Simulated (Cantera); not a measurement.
An isothermal, constant-pressure homogeneous reactor starts with H2 : O2 : N2 : H2O = 1 : 1 : 1.6 : 0.25 (molar parts), at 848 K and 128 Torr.

Detailed kinetics in Cantera: GRI-Mech 3.0 (53 species, 325 reactions). Below about 950 K walls govern HO2 and H2O2 in real vessels. The temperature is held fixed by assumption; the heat of reaction is taken as removed at once.

Task: Predict: x(H2) at 1.00 s; x(O2) at 1.00 s; x(HO2) at 1.00 s; x(H2O) at 1.00 s; x(H2O2) at 1.00 s.

Result: 
| Quantity | Result |
|---|---|
| x(H2) at 1.00 s | 0.162 (gas-phase equilibrium <1e-12) |
| x(O2) at 1.00 s | 0.218 (gas-phase equilibrium 0.149) |
| x(HO2) at 1.00 s | 1.42e-5 (gas-phase equilibrium 5.09e-11) |
| x(H2O) at 1.00 s | 0.181 (gas-phase equilibrium 0.373) |
| x(H2O2) at 1.00 s | 0.000200 (gas-phase equilibrium 1.70e-11) |
